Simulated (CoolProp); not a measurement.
Isobutene at several states: fugacity coefficient from the reference equation and from simpler models built on Tc = 418.1 K, pc = 4.016 MPa, ω = 0.193; each cubic takes its own stable root.

The numbers come from the reference Helmholtz-energy equation of state, Lemmon 2005 in CoolProp. It is a short technical equation, of lower accuracy than the large ones.

```csv
T (K),p (MPa),phase,reference,Redlich-Kwong,Soave-Redlich-Kwong,Peng-Robinson
361.8,0.473,gas,0.9348,0.9400,0.9375,0.9327
200.8,0.011,liquid,0.2627,0.4622,0.2595,0.2829
297.7,0.0221,gas,0.9941,0.9952,0.9948,0.9946
499.4,0.87,gas,0.9587,0.9569,0.9604,0.9539
487.8,1.3,gas,0.9336,0.9313,0.9360,0.9264
517.9,0.41,gas,0.9827,0.9817,0.9836,0.9806
```
